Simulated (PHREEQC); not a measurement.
Dissolve 0.0016 mol/kgw Cu(BF4)2, 0.038 mol/kgw HBF4 and 0.00091 mol/kgw KCl at 71 °C. Closed to the air; pH follows from the charge balance.

Computed with PHREEQC (ion-association model, phreeqc.dat).

Each row changes one thing in this solution. No solid was allowed to form.

```json
[
 {"case": "as made", "pH": "1.55", "ionic strength (mol/kgw)": "0.0390", "BF4- (mol/kgw)": "0.0343", "HF (mol/kgw)": "0.0218", "H3BO3 (mol/kgw)": "0.00492", "BF3OH- (mol/kgw)": "0.00148", "SI of Sylvite (KCl)": "-7.36"},
 {"case": "diluted 2-fold with water", "pH": "1.86", "ionic strength (mol/kgw)": "0.0185", "BF4- (mol/kgw)": "0.0155", "HF (mol/kgw)": "0.0163", "H3BO3 (mol/kgw)": "…", "BF3OH- (mol/kgw)": "0.000904", "SI of Sylvite (KCl)": "…"},
 {"case": "KCl from 0.00091 to 0.00455 mol/kgw", "pH": "1.55", "ionic strength (mol/kgw)": "0.0426", "BF4- (mol/kgw)": "0.0343", "HF (mol/kgw)": "0.0217", "H3BO3 (mol/kgw)": "0.00490", "BF3OH- (mol/kgw)": "0.00148", "SI of Sylvite (KCl)": "-5.97"},
 {"case": "diluted 100-fold with water", "pH": "3.28", "ionic strength (mol/kgw)": "0.000599", "BF4- (mol/kgw)": "7.00e-7", "HF (mol/kgw)": "0.00106", "H3BO3 (mol/kgw)": "0.000406", "BF3OH- (mol/kgw)": "6.26e-7", "SI of Sylvite (KCl)": "-11.21"},
 {"case": "temperature from 71 to 5 °C", "pH": "1.50", "ionic strength (mol/kgw)": "0.0424", "BF4- (mol/kgw)": "0.0382", "HF (mol/kgw)": "…", "H3BO3 (mol/kgw)": "0.00159", "BF3OH- (mol/kgw)": "0.00127", "SI of Sylvite (KCl)": "-7.04"},
 {"case": "HBF4 left out", "pH": "3.18", "ionic strength (mol/kgw)": "0.00626", "BF4- (mol/kgw)": "0.00108", "HF (mol/kgw)": "0.00490", "H3BO3 (mol/kgw)": "0.00162", "BF3OH- (mol/kgw)": "0.000208", "SI of Sylvite (KCl)": "-7.27"},
 {"case": "Cu(BF4)2 left out", "pH": "1.54", "ionic strength (mol/kgw)": "0.0343", "BF4- (mol/kgw)": "0.0313", "HF (mol/kgw)": "0.0215", "H3BO3 (mol/kgw)": "0.00487", "BF3OH- (mol/kgw)": "0.00137", "SI of Sylvite (KCl)": "-7.35"}
]
```

**Question.** Complete the blanks.

**Answer.** 
- diluted 2-fold with water, H3BO3 (mol/kgw): 0.00376
- diluted 2-fold with water, SI of Sylvite (KCl): -7.92
- temperature from 71 to 5 °C, HF (mol/kgw): 0.00755

Species that the database lacks are ignored. At this temperature some constants are extrapolated from 25 °C, and those without enthalpy data are left unchanged. Real BF4- forms and hydrolyses slowly; the run takes it at equilibrium.
